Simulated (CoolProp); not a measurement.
Vapour-liquid equilibrium of ethanol (1) + hexamethyldisiloxane (MM) (2) at 0.0897 MPa; x and y are mole fractions of (1).

Computed with CoolProp (multi-fluid Helmholtz-energy mixture model, Schroeder 2014 and Thol 2016; pair parameters Bell 2016).

| x | bubble temperature (°C) | y at the bubble point | dew temperature at overall composition x (°C) | liquid density (mol/L) |
|---|---|---|---|---|
| 0.05 | 86.9 | 0.276 | 94.8 | 4.427 |
| 0.125 | 79.7 | 0.456 | 92.3 | 4.773 |
| 0.2 | 76.2 | 0.538 | 89.7 | 5.135 |
| 0.275 | 74.4 | ? | 86.9 | 5.536 |
| 0.35 | 73.4 | 0.609 | 84.0 | 5.990 |
| 0.425 | 72.9 | 0.628 | 81.0 | 6.513 |
| 0.5 | 72.5 | 0.643 | 77.8 | ? |
| 0.575 | 72.3 | 0.659 | 74.7 | 7.843 |
| 0.65 | 72.2 | 0.679 | 72.4 | 8.698 |
| 0.725 | 72.2 | 0.706 | 72.2 | 9.726 |
| 0.8 | 72.4 | 0.747 | 72.9 | 10.98 |
| 0.875 | 73.0 | 0.811 | ? | 12.52 |
| 0.95 | 74.2 | 0.909 | 74.7 | 14.46 |

Problem. Some entries are withheld; supply them.

Solution. 
- 0.275, y at the bubble point: 0.582
- 0.5, liquid density (mol/L): 7.124
- 0.875, dew temperature at overall composition x (°C): 73.7

y crosses x between x = 0.65 and 0.725: the model has an azeotrope there.

Pair parameters are fitted to limited data, so mixtures are less certain than the pure fluids.
